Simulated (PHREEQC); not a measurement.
A solution holds 0.0068 mol/kgw HF, 0.083 mol/kgw (NH4)2SiF6 and 0.23 mol/kgw HCl, at 25 °C. Closed to the air; pH follows from the charge balance.

The numbers come from PHREEQC with the ion-association model, wateq4f.dat.

No solid was allowed to form.

Task: What pH, activity of water, ionic strength does the model give?

Result: pH 0.76; activity of water 0.988; ionic strength 0.476 mol/kgw.

Task: In which forms is Si present?

Result: SiF6-2 99 %, H4SiO4 1.1 % of the Si.

Examples of supersaturated solids here: Quartz (slow to form), Chalcedony (slow to form). Others may be too. SiF6-2 is the database's only silicon fluoride.
